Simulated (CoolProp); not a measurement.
R227EA at 268.66 K and 0.0189 MPa flows at 0.073 m/s in a round tube of 50 mm bore and 15 µm roughness, fully developed (64/Re and Nu = 3.66 if laminar; Colebrook and Gnielinski if turbulent). Each further row changes one setting.

Computed with CoolProp (reference Helmholtz-energy equation of state, Lemmon 2016).

```json
[
 {"case": "as stated", "Reynolds number": "508", "Darcy friction factor": "?", "pressure drop (Pa/m)": "0.00974", "heat-transfer coefficient (W/(m² K))": "0.822", "mass flow (kg/h)": "?"},
 {"case": "velocity 0.146 m/s", "Reynolds number": "1020", "Darcy friction factor": "0.0630", "pressure drop (Pa/m)": "0.0195", "heat-transfer coefficient (W/(m² K))": "0.822", "mass flow (kg/h)": "1.50"},
 {"case": "diameter 100 mm", "Reynolds number": "1020", "Darcy friction factor": "0.0630", "pressure drop (Pa/m)": "?", "heat-transfer coefficient (W/(m² K))": "0.411", "mass flow (kg/h)": "2.99"}
]
```

### Question
Some entries are withheld; supply them.

### Answer

- as stated, Darcy friction factor: 0.126
- as stated, mass flow (kg/h): 0.748
- diameter 100 mm, pressure drop (Pa/m): 0.00243

Viscosity comes from a separate model (Huber 2003), an estimate that may be off by 10 % or more. Thermal conductivity comes from a separate model (Huber 2003), an estimate that may be off by 10 % or more.
